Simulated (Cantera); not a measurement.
Input: 1 mol Pb, 0.39 mol CO2, 2.3 mol H2, equilibrated at 0.000230 bar.

Equilibrium computed with Cantera from the NASA thermochemical tables; the gas is ideal and each condensed phase is pure. Candidate condensed phases: C, C6H6, C7H8, C8H18, H2O, Pb, PbO, PbO2, Pb3O4; 113 gas species. Kinetics and transport are ignored.

Question: Which condensed phases are stable at each of these points (T (K)): 798, 948, 1098, 1248, 1398, 1548, 1698, 1848?

Answer: 
```
T (K)  condensed phases  Pb condensed (%)
-----  ----------------  ----------------
798               Pb(l)              99.9
948               Pb(l)              94.3
1098           gas only               0.0
1248           gas only               0.0
1398           gas only               0.0
1548           gas only               0.0
1698           gas only               0.0
1848           gas only               0.0
```

From 798 K to 948 K the condensed part is Pb(l). From 1098 K to 1848 K nothing is condensed.
